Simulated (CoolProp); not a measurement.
Vapour-liquid equilibrium of R134a (1) + R123 (2) at 56.55 °C; x and y are mole fractions of (1).

Values from CoolProp's multi-fluid Helmholtz-energy mixture model, Tillner-Roth 1994 and Younglove 1994; pair parameters Bell 2016.

```csv
x,bubble pressure (kPa),y at the bubble point,dew pressure at overall composition x (kPa),liquid density (mol/L)
0.05,332.1,0.241,271.2,9.100
0.2,547.0,0.581,316.9,9.335
0.35,748.2,0.729,380.6,9.565
0.5,934.6,0.815,474.8,9.790
0.65,1112,0.876,626.4,10.01
0.8,1289,0.929,896.9,10.22
0.95,1480,0.981,1366,10.42
```

No azeotrope shows between x = 0.05 and 0.95.

The pair parameters rest on a limited set of measurements; away from them the model extrapolates.
